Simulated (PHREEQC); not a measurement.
NaHCO3 is added in steps, without added water, to 1 kg of water holding 0.013 mol/kgw NaHSO4 and 0.00059 mol/kgw Na2SO4, at 25 °C. Oxygen alone is held at its pressure in air (log pO2 = -0.68). The system is closed to CO2. The run lets Mirabilite, Nahcolite, Natron precipitate or redissolve, and no other solid.

Base run: PHREEQC, ion-association model, wateq4f.dat. Each further column changes one thing. The table gives HSO4- (mol/kgw).

```
NaHCO3 added (mol)      base  temperature from 25 to 5 °C  Na2SO4 from 0.00059 to 0.000885 mol/kgw  Na2SO4 from 0.00059 to 0.000118 mol/kgw  no solid may form
------------------  --------  ---------------------------  ---------------------------------------  ---------------------------------------  -----------------
0                    0.00418                      0.00337                                  0.00423                                  0.00409            0.00418
0.002333             0.00355                      0.00284                                  0.00359                                  0.00348            0.00355
0.004667             0.00287                      0.00229                                  0.00290                                  0.00282            0.00287
0.007                0.00214                      0.00169                                  0.00216                                  0.00210            0.00214
0.009333             0.00135                      0.00107                                  0.00137                                  0.00133            0.00135
0.01167             0.000511                     0.000400                                 0.000516                                 0.000503           0.000511
0.014                5.04e-6                      2.37e-6                                  5.13e-6                                  4.89e-6            5.04e-6
0.01633              1.51e-6                      7.10e-7                                  1.54e-6                                  1.47e-6            1.51e-6
0.01867              8.83e-7                      4.14e-7                                  9.00e-7                                  8.57e-7            8.83e-7
0.021                6.20e-7                      2.91e-7                                  6.31e-7                                  6.01e-7            6.20e-7
0.02333              4.76e-7                      2.23e-7                                  4.85e-7                                  4.61e-7            4.76e-7
0.02567              3.85e-7                      1.80e-7                                  3.92e-7                                  3.73e-7            3.85e-7
0.028                3.22e-7                      1.51e-7                                  3.28e-7                                  3.12e-7            3.22e-7
```

 Constants without temperature data keep their 25 °C values here.
